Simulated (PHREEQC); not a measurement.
1 kg of water holding 14 mmol/kgw KCl, 110 mmol/kgw Na2SO4 and 1.6 mmol/kgw Na2B4O7 is evaporated at 25 °C; the solids stay in contact with the brine. No CO2 enters from the air. The run lets Arcanite, Glaserite, Halite, Mirabilite, Misenite, Sylvite, Thenardite, Borax, Boric_acid,s, KB5O8:4H2O, K2B4O7:4H2O, NaBO2:4H2O, NaB5O8:5H2O, Teepleite precipitate or redissolve, and no other solid.

Model: Pitzer model, pitzer.dat, run in PHREEQC.

```json
[
 {"water left (kg)": "1", "ionic strength": "0.347", "water activity": "0.995", "Mirabilite (mol)": "0", "Thenardite (mol)": "0"},
 {"water left (kg)": "0.8219", "ionic strength": "0.422", "water activity": "0.994", "Mirabilite (mol)": "0", "Thenardite (mol)": "0"},
 {"water left (kg)": "0.6755", "ionic strength": "0.514", "water activity": "0.992", "Mirabilite (mol)": "0", "Thenardite (mol)": "0"},
 {"water left (kg)": "0.5552", "ionic strength": "0.625", "water activity": "0.991", "Mirabilite (mol)": "0", "Thenardite (mol)": "0"},
 {"water left (kg)": "0.4563", "ionic strength": "0.761", "water activity": "0.989", "Mirabilite (mol)": "0", "Thenardite (mol)": "0"},
 {"water left (kg)": "0.375", "ionic strength": "0.926", "water activity": "0.987", "Mirabilite (mol)": "0", "Thenardite (mol)": "0"},
 {"water left (kg)": "0.3082", "ionic strength": "1.13", "water activity": "0.985", "Mirabilite (mol)": "0", "Thenardite (mol)": "0"},
 {"water left (kg)": "0.2533", "ionic strength": "1.37", "water activity": "0.982", "Mirabilite (mol)": "0", "Thenardite (mol)": "0"},
 {"water left (kg)": "0.2082", "ionic strength": "1.67", "water activity": "0.978", "Mirabilite (mol)": "0", "Thenardite (mol)": "0"},
 {"water left (kg)": "0.1711", "ionic strength": "2.03", "water activity": "0.974", "Mirabilite (mol)": "0", "Thenardite (mol)": "0"},
 {"water left (kg)": "0.1156", "ionic strength": "3.00", "water activity": "0.963", "Mirabilite (mol)": "0", "Thenardite (mol)": "0"},
 {"water left (kg)": "0.09503", "ionic strength": "3.65", "water activity": "0.955", "Mirabilite (mol)": "0", "Thenardite (mol)": "0"},
 {"water left (kg)": "0.07811", "ionic strength": "4.45", "water activity": "0.946", "Mirabilite (mol)": "0", "Thenardite (mol)": "0"},
 {"water left (kg)": "0.06421", "ionic strength": "5.41", "water activity": "0.934", "Mirabilite (mol)": "0", "Thenardite (mol)": "0"},
 {"water left (kg)": "0.05279", "ionic strength": "6.58", "water activity": "0.920", "Mirabilite (mol)": "0", "Thenardite (mol)": "0"},
 {"water left (kg)": "0.03856", "ionic strength": "6.92", "water activity": "0.913", "Mirabilite (mol)": "0.0269", "Thenardite (mol)": "0"},
 {"water left (kg)": "0.02669", "ionic strength": "7.40", "water activity": "0.903", "Mirabilite (mol)": "0.0501", "Thenardite (mol)": "0"},
 {"water left (kg)": "0.01691", "ionic strength": "8.29", "water activity": "0.884", "Mirabilite (mol)": "0.0691", "Thenardite (mol)": "0"},
 {"water left (kg)": "0.008557", "ionic strength": "8.87", "water activity": "0.851", "Mirabilite (mol)": "0.0860", "Thenardite (mol)": "0"},
 {"water left (kg)": "0.005073", "ionic strength": "9.49", "water activity": "0.805", "Mirabilite (mol)": "0.0814", "Thenardite (mol)": "0.0111"}
]
```

Mirabilite from water left = 0.03856 kg (pH 8.78); Borax from water left = 0.01691 kg (pH 8.80); Glaserite from water left = 0.008557 kg (pH 8.72); Thenardite from water left = 0.005073 kg (pH 8.60).

Species that the database lacks are ignored.
